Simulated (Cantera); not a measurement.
An isothermal plug-flow reactor at 1100 K and 5.00 bar (inlet), inlet velocity 0.057 m/s, active area per volume 640 1/m; feed 0.811 % CH4, 5.01 % O2, 94.2 % N2.

Cantera simulation using Deutschmann's 1995 Pt surface mechanism with GRI-Mech 3.0 gas chemistry; the numbers are that mechanism's predictions, not measurements. Catalytic surfaces can have several steady states; this one follows from the mechanism file's or the stated starting coverage. Mass transfer to the wall is taken as infinitely fast.

One state of this run: x CH4 = 3.85e-6; x O2 = 0.0340; x H2O = 0.0161; x CO2 = 0.00804; x CO = 5.68e-8; θ free Pt = 0.273; θ O* = 0.723; θ OH* = 0.00412. x: gas mole fraction; θ: surface coverage.

Q: Which value of z (m) does it belong to?
A) 0.0088
B) 0.0041
C) 0.00041
D) 8.8e-05

A: B, 0.0041
